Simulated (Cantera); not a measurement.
A closed system holds: 1 mol CCl4, a varied amount of Si, equilibrated at 1975 K and 34.0 Pa.

Method: chemical equilibrium by Gibbs-energy minimisation in Cantera with the NASA 1993 tables (ideal gas, pure condensed phases). Candidate condensed phases: C, Si, SiC; 24 gas species. The tables' values for SiCl3, SiCl are old estimates; treat these amounts as uncertain. Equilibrium is a limit: real reactors are often held back by kinetics, nucleation or transport.

x: gas mole fraction; n: condensed amount in mol.

```csv
n(Si) (mol),x Cl,x SiCl2,x SiCl3,x SiCl4,x Cl2,x SiCl,x Si,n C(graphite)
0.064,0.983,0.0149,0.00123,0.000120,0.000732,2.01e-5,1.83e-6,1.000
0.077,0.980,[?],0.00148,[?],0.000727,2.44e-5,[?],1.000
0.093,0.975,0.0219,0.00178,0.000174,0.000721,2.97e-5,2.73e-6,1.000
0.11,0.971,0.0260,0.00211,0.000205,0.000714,3.55e-5,3.27e-6,1.000
0.13,0.966,0.0309,0.00250,0.000241,0.000707,4.24e-5,3.93e-6,1.000
0.16,0.957,0.0384,0.00307,0.000294,0.000695,5.31e-5,4.97e-6,1.000
0.19,0.949,[?],0.00365,[?],0.000683,6.42e-5,[?],1.000
0.23,0.938,0.0564,0.00442,0.000414,0.000667,7.96e-5,7.60e-6,1.000
0.28,0.924,0.0698,0.00539,0.000497,0.000647,0.000100,9.70e-6,1.000
0.34,0.906,0.0864,0.00654,0.000591,0.000622,0.000126,1.25e-5,1.000
0.41,0.884,0.107,0.00787,0.000695,0.000592,0.000160,1.62e-5,1.000
0.49,0.858,0.131,0.00938,0.000803,0.000558,0.000202,2.10e-5,1.000
```

**Question.** Some entries are withheld; supply them.

**Answer.** 
- 0.19, x SiCl2: 0.0460
- 0.19, x SiCl4: 0.000346
- 0.19, x Si: 6.06e-6
- 0.077, x SiCl2: 0.0180
- 0.077, x SiCl4: 0.000144
- 0.077, x Si: 2.23e-6
